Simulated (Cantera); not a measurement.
Charge: 1 mol Hg, 0.015 mol O2, 0.23 mol H2, equilibrated at 15.0 mbar.

Method: chemical equilibrium by Gibbs-energy minimisation in Cantera with the NASA 1993 tables (ideal gas, pure condensed phases). Candidate condensed phases: H2O, Hg, HgO; 10 gas species. Equilibrium is a limit: real reactors are often held back by kinetics, nucleation or transport. All values below are at 775 K.

Base state: Hg 0.813, H2 0.163, H2O 0.0244 (mole fractions); condensed: gas only.

Question: What changes in the equilibrium state with this change: O2 from 0.015 to 0.022 mol?

Answer: 
```
species  before   after
-------  ------  ------
Hg        0.813   0.813
H2        0.163   0.151
H2O      0.0244  0.0358
```

Question: What changes in the equilibrium state with this change: O2 from 0.015 to 0.044 mol?

Answer: 
```json
[
 {"species": "Hg", "before": "0.813", "after": "0.813"},
 {"species": "H2", "before": "0.163", "after": "0.115"},
 {"species": "H2O", "before": "0.0244", "after": "0.0715"}
]
```

Question: What changes in the equilibrium state with this change: O2 from 0.015 to 0.04 mol?

Answer: 
| species | before | after |
|---|---|---|
| Hg | 0.813 | 0.813 |
| H2 | 0.163 | 0.122 |
| H2O | 0.0244 | 0.0650 |
